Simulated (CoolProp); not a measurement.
Oxygen along the isotherm -117.15 °C: fugacity coefficient from the reference equation and from simpler models built on Tc = -118.6 °C, pc = 5.046 MPa, ω = 0.022; each cubic takes its own stable root.

Values from CoolProp's reference Helmholtz-energy equation of state, Schmidt 1985.

```json
[
 {"p (MPa)": "0.0798", "phase": "gas", "reference": "0.9949", "van der Waals": "0.9954", "Peng-Robinson": "0.9942"},
 {"p (MPa)": "0.129", "phase": "gas", "reference": "0.9917", "van der Waals": "0.9926", "Peng-Robinson": "0.9906"},
 {"p (MPa)": "0.208", "phase": "gas", "reference": "0.9867", "van der Waals": "0.9880", "Peng-Robinson": "0.9848"},
 {"p (MPa)": "0.336", "phase": "gas", "reference": "0.9785", "van der Waals": "0.9807", "Peng-Robinson": "0.9755"},
 {"p (MPa)": "0.544", "phase": "gas", "reference": "0.9653", "van der Waals": "0.9688", "Peng-Robinson": "0.9605"},
 {"p (MPa)": "0.878", "phase": "gas", "reference": "0.9441", "van der Waals": "0.9497", "Peng-Robinson": "0.9367"},
 {"p (MPa)": "1.42", "phase": "gas", "reference": "0.9100", "van der Waals": "0.9187", "Peng-Robinson": "0.8986"},
 {"p (MPa)": "2.29", "phase": "gas", "reference": "0.8556", "van der Waals": "0.8691", "Peng-Robinson": "0.8389"},
 {"p (MPa)": "3.7", "phase": "gas", "reference": "0.7676", "van der Waals": "0.7877", "Peng-Robinson": "0.7447"},
 {"p (MPa)": "5.98", "phase": "supercritical", "reference": "0.6026", "van der Waals": "0.6306", "Peng-Robinson": "0.5809"},
 {"p (MPa)": "9.67", "phase": "supercritical", "reference": "0.4241", "van der Waals": "0.4630", "Peng-Robinson": "0.4092"},
 {"p (MPa)": "15.6", "phase": "supercritical", "reference": "0.3161", "van der Waals": "0.3652", "Peng-Robinson": "0.3024"},
 {"p (MPa)": "25.2", "phase": "supercritical", "reference": "0.2574", "van der Waals": "0.3227", "Peng-Robinson": "0.2412"}
]
```
